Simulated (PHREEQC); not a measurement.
FeCl3 is added in steps, without added water, to 1 kg of water holding 0.029 mol CuCl2 and 0.00016 mol HCl, at 25 °C. O2 is buffered at 0.21 atm. CO2 from the air is kept out. Solids allowed: Fe(OH)3(a). Others were left out.

Base run: PHREEQC, ion-association model, phreeqc.dat. Each further column changes one thing. The table gives pH.

```csv
FeCl3 added (mol),base,metal-ligand complexes left out,all activity coefficients set to 1,Davies equation for every ion,Debye-Hückel limiting law
0,3.87,3.87,3.79,3.89,3.94
0.02125,2.20,2.05,2.28,2.28,2.32
0.05312,2.00,1.79,2.15,2.07,2.11
0.07437,1.95,1.71,2.12,2.00,2.04
0.09563,1.92,1.67,2.11,1.96,2.00
0.1169,1.90,1.65,2.10,1.94,1.97
0.1487,1.90,1.64,2.09,1.91,1.94
0.17,1.90,1.65,2.09,1.90,1.92
```

 The ionic strength passes 0.7 mol/kgw, the rough limit of the ion-association models, in part of: metal-ligand complexes left out; Debye-Hückel limiting law.
